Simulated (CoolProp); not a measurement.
Vapour-liquid equilibrium of n-pentane (1) + acetone (2) at 356.8 K; x and y are mole fractions of (1).

Model: multi-fluid Helmholtz-energy mixture model, Thol 2019 and Lemmon 2006; pair parameters Bell 2016, in CoolProp.

Question: Give the bubble pressure and the first vapour's composition at x = 0.35, 0.425, 0.725. Is there an azeotrope?

Answer: x = 0.35: 422.3 kPa, y = 0.550; x = 0.425: 435.0 kPa, y = 0.586; x = 0.725: 454.7 kPa, y = 0.716. y crosses x between x = 0.65 and 0.725: the model has an azeotrope there.

Pair parameters are fitted to limited data, so mixtures are less certain than the pure fluids.
